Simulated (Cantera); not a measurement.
Charge: 1 mol Mg(OH)₂, 0.31 mol CO₂, a varied amount of H₂, at 1125 K and 5.70 bar.

These are equilibrium values from Cantera (NASA tables, ideal gas, pure condensed phases), not measurements of a reactor. Candidate condensed phases: C, C₆H₆, C₇H₈, C₈H₁₈, H₂O, Mg, MgCO₃, MgO, Mg(OH)₂; 116 gas species. Kinetics and transport are ignored.

x: gas mole fraction; n: condensed amount in mol.

```csv
n(H₂) (mol),x H₂,x H₂O,x CO₂,x CO,x CH₄,x HCOOH,n MgO(s)
0.29,0.144,0.662,0.156,0.0374,[?],1.19e-7,1.00
0.69,0.288,0.557,0.0987,0.0562,[?],1.51e-7,1.00
1.1,0.394,0.477,0.0672,0.0610,[?],1.40e-7,1.00
1.5,0.471,0.419,0.0490,0.0606,[?],1.22e-7,1.00
1.9,0.530,0.373,0.0373,0.0582,[?],1.05e-7,1.00
2.3,0.577,0.337,0.0292,0.0551,[?],8.94e-8,1.00
2.7,0.615,0.307,0.0235,0.0518,[?],7.66e-8,1.00
3.1,0.647,0.282,0.0193,0.0486,[?],6.61e-8,1.00
3.5,0.674,0.261,0.0161,0.0456,[?],5.74e-8,1.00
3.9,0.697,0.243,0.0136,0.0428,[?],5.01e-8,1.00
4.3,0.717,0.228,0.0116,0.0402,[?],4.41e-8,1.00
```

Some entries are withheld; supply them.


- 0.29, x CH₄: 1.01e-5
- 0.69, x CH₄: 0.000146
- 1.1, x CH₄: 0.000471
- 1.5, x CH₄: 0.000908
- 1.9, x CH₄: 0.00140
- 2.3, x CH₄: 0.00189
- 2.7, x CH₄: 0.00237
- 3.1, x CH₄: 0.00281
- 3.5, x CH₄: 0.00322
- 3.9, x CH₄: 0.00359
- 4.3, x CH₄: 0.00392
